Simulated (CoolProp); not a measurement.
Properties of diethyl ether along the isotherm 237.05 °C.

Values from CoolProp's reference Helmholtz-energy equation of state, Thol 2014.

```tsv
p (bar)	phase	cv (kJ/(kg K))	fugacity coefficient
0.176	gas	2.161	0.9988
0.362	gas	2.161	0.9976
0.744	gas	2.162	0.9950
1.53	gas	2.164	0.9898
3.14	gas	2.167	0.9791
6.44	gas	2.175	0.9572
13.2	gas	2.192	0.9126
27.2	gas	2.237	0.8212
55.8	supercritical	2.372	0.6400
```
